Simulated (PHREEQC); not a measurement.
Consider water at 25 °C with 0.0094 mol ZnSO4 per kg of water. Closed to the air; pH follows from the charge balance.

All values are PHREEQC results (ion-association model, phreeqc.dat), not measurements.

This is a speciation only: nothing precipitates in the calculation.

Task: Order these S species by the share of S that they hold, largest first: ZnSO4, SO4-2, Zn(SO4)2-2.

Result: SO4-2 (67 %), ZnSO4 (30 %), Zn(SO4)2-2 (3.1 %)

Task: Order these Zn species by the share of Zn that they hold, largest first: Zn+2, ZnSO4, Zn(SO4)2-2.

Result: Zn+2 (68 %), ZnSO4 (30 %), Zn(SO4)2-2 (1.6 %)

The pH is 5.76 and the ionic strength 0.0256 mol/kgw.
